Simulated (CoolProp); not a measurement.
Vapour-liquid equilibrium of carbon dioxide (1) + propylene (2) at 261.3 K; x and y are mole fractions of (1).

Values from CoolProp's multi-fluid Helmholtz-energy mixture model, Span 1996 and Lemmon 2013; pair parameters Bell 2016.

| x | bubble pressure (MPa) | y at the bubble point | dew pressure at overall composition x (MPa) | liquid density (mol/L) |
|---|---|---|---|---|
| 0.05 | 0.5742 | 0.305 | 0.4241 | 13.65 |
| 0.125 | 0.8149 | 0.524 | 0.4598 | 14.07 |
| 0.2 | 1.033 | 0.637 | 0.5016 | 14.50 |
| 0.275 | 1.228 | 0.707 | 0.5514 | 14.97 |
| 0.35 | 1.401 | 0.755 | 0.6116 | 15.46 |
| 0.425 | 1.555 | 0.790 | 0.6859 | 15.98 |
| 0.5 | 1.694 | 0.819 | 0.7797 | 16.55 |
| 0.575 | 1.822 | 0.845 | 0.9014 | 17.17 |
| 0.65 | 1.944 | 0.868 | 1.065 | 17.86 |
| 0.725 | 2.063 | 0.892 | 1.290 | 18.63 |
| 0.8 | 2.182 | 0.916 | 1.600 | 19.50 |
| 0.875 | 2.303 | 0.944 | 1.978 | 20.50 |
| 0.95 | 2.427 | 0.976 | 2.328 | 21.66 |

No azeotrope shows between x = 0.05 and 0.95.

The pair parameters rest on a limited set of measurements; away from them the model extrapolates.
